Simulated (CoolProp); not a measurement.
Acetone at several states: density (kg/m³) from the reference equation and from simpler models built on Tc = 508.1 K, pc = 4692 kPa, ω = 0.307; each cubic takes its own stable root.

Model: reference Helmholtz-energy equation of state, Lemmon 2006, in CoolProp. It is a short technical equation, of lower accuracy than the large ones.

```csv
T (K),p (kPa),phase,reference,van der Waals,Redlich-Kwong
427.8,12.7,gas,0.2078,0.2076,0.2077
527.9,16.5,gas,0.2186,0.2185,0.2186
282.3,12400,liquid,812.6,426.1,618.4
456.4,1340,gas,25.33,23.38,24.07
549.2,1150,gas,15.82,15.61,15.71
313.1,2570,liquid,770.6,397.9,581.7
```
